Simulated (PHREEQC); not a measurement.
## Nickel, zinc or cadmium bath

Make-up at 25 °C: 0.0031 mol NiCl2 and 0.016 mol NaCl per kg of water. Closed to the air; pH follows from the charge balance.

Equilibrium calculation in PHREEQC: ion-association model, wateq4f.dat.

Each row changes one thing in this solution. Precipitation was switched off in this run.

```csv
case,pH,SI of Halite (NaCl)
as made,6.31,-5.17
NiCl2 replaced by RbCl at the same molality,7.00,-5.22
temperature from 25 to 60 °C,5.84,-5.25
diluted 10-fold with water,6.68,-7.08
```

In wateq4f.dat the enthalpy of Ni(OH)2 has the wrong sign, so its saturation index can't be trusted away from 25 °C. At this temperature some constants are extrapolated from 25 °C, and those without enthalpy data are left unchanged.
